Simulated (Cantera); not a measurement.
A perfectly stirred reactor is fed with H2 : O2 = 0.11 : 1 (molar parts), at 0.0263 atm; it is held at 925 K, and followed from long to short residence time.

Cantera simulation using GRI-Mech 3.0 (53 species, 325 reactions); the numbers are that mechanism's predictions, not measurements. Radical loss at walls, strong at low pressure, is not modelled. Below about 950 K walls govern HO2 and H2O2 in real vessels. The temperature is held fixed by assumption; the heat of reaction is taken as removed at once.

x: mole fraction; the columns are a selection and need not sum to one.

```
τ (s)       x H2   x O2       x O    x HO2       x H      x OH
-------  -------  -----  --------  -------  --------  --------
1.5      0.00101  0.895  0.000289  8.40e-6   3.06e-5  0.000169
0.65     0.00160  0.895  0.000471  1.12e-5   7.02e-5  0.000240
0.27     0.00258  0.895  0.000772  1.45e-5  0.000168  0.000353
0.12     0.00396  0.894   0.00120  1.77e-5  0.000371  0.000507
0.049        ___  0.893       ___      ___       ___       ___
0.021        ___  0.892       ___  2.36e-5       ___       ___
0.0087    0.0153  0.890   0.00453  2.51e-5   0.00430   0.00157
0.0037    0.0237  0.886   0.00644  2.50e-5   0.00834   0.00210
0.0015    0.0377  0.883   0.00810  2.31e-5    0.0134   0.00252
0.00065   0.0583  0.885   0.00753  1.98e-5    0.0135   0.00237
```

Question: Complete the blanks.

Answer: 
- 0.049, x H2: 0.00632
- 0.049, x O: 0.00193
- 0.049, x HO2: 2.11e-5
- 0.049, x H: 0.000884
- 0.049, x OH: 0.000757
- 0.021, x H2: 0.00979
- 0.021, x O: 0.00297
- 0.021, x H: 0.00197
- 0.021, x OH: 0.00110
